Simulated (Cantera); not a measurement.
Hydrocarbon pyrolysis for carbon deposition

An isothermal, constant-pressure homogeneous reactor starts with C3H8 : H2 : H2O = 1 : 1.8 : 0.046 (molar parts), at 1350 K and 760 Torr.

Cantera simulation using GRI-Mech 3.0 (53 species, 325 reactions); the numbers are that mechanism's predictions, not measurements. GRI-Mech 3.0 was tuned for natural gas; its chemistry of propane as a main component is partial and can be far from experiment. GRI-Mech 3.0 stops at C3 and has no aromatics, soot or wall deposition, so with more carbon than oxygen in the feed, carbon stays in small species such as C2H2 where larger ones or solid carbon would form.

```
t (s)       x C3H8   x H2    x C2H2   x C2H4     x CH3    x C2H6     x C2H
--------  --------  -----  --------  -------  --------  --------  --------
8.00e-6      0.348  0.631   1.32e-7  0.00207  0.000795  0.000179    <1e-12
2.29e-5      0.336  0.626   4.69e-6   0.0110   0.00125   0.00113    <1e-12
6.57e-5      0.299  0.611   6.26e-5   0.0376   0.00121   0.00411  1.42e-12
0.000188     0.216  0.577  0.000529   0.0979   0.00102   0.00993  1.34e-11
0.000539    0.0880  0.525   0.00335    0.190  0.000630    0.0146  1.03e-10
0.00154     0.0100  0.498    0.0133    0.240  0.000206   0.00978  3.23e-10
0.00442   0.000411  0.501    0.0276    0.231   7.07e-5   0.00509  2.87e-10
0.0127     3.09e-5  0.509    0.0471    0.207   4.96e-5   0.00322  3.50e-10
0.0363     2.03e-5  0.521    0.0797    0.164   4.41e-5   0.00247  5.30e-10
0.104      1.24e-5  0.531     0.114    0.117   3.85e-5   0.00178  6.46e-10
0.298      9.26e-6  0.522     0.124   0.0970   3.59e-5   0.00144  6.09e-10
0.853      7.87e-6  0.493     0.121   0.0884   3.52e-5   0.00125  4.98e-10
2.44       6.08e-6  0.451     0.114   0.0773   3.37e-5   0.00102  3.76e-10
7.00       4.64e-6  0.412     0.108   0.0673   3.22e-5  0.000846  2.94e-10
```
x: mole fraction; the columns are a selection and need not sum to one.

Equilibrium at this temperature and pressure: C3H8 3.99e-6, H2 0.405, C2H2 0.0994, C2H4 0.0610, CH3 3.13e-5, C2H6 0.000771, C2H 2.49e-10 (gas phase only).
